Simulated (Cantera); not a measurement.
A freely propagating, adiabatic, planar premixed flame of CH4 : O2 : N2 : H2O = 1 : 1.54 : 5.78 : 0.049 (molar parts), unburnt at 498 K and 1.30 bar; mixture-averaged transport, grid criteria slope 0.08 and curve 0.16, no radiation.

Detailed kinetics in Cantera: GRI-Mech 3.0 (53 species, 325 reactions). Burning velocities carry a grid error of a few per cent, more on coarse grids.

**Question.** Predict: laminar burning velocity; thermal thickness; peak x(C2H); peak x(H); peak x(OH).

**Answer.** 
```
Item                          Value
------------------------  ---------
laminar burning velocity  58.5 cm/s
thermal thickness          0.373 mm
peak x(C2H)                 1.52e-6
peak x(H)                   0.00720
peak x(OH)                  0.00368
```
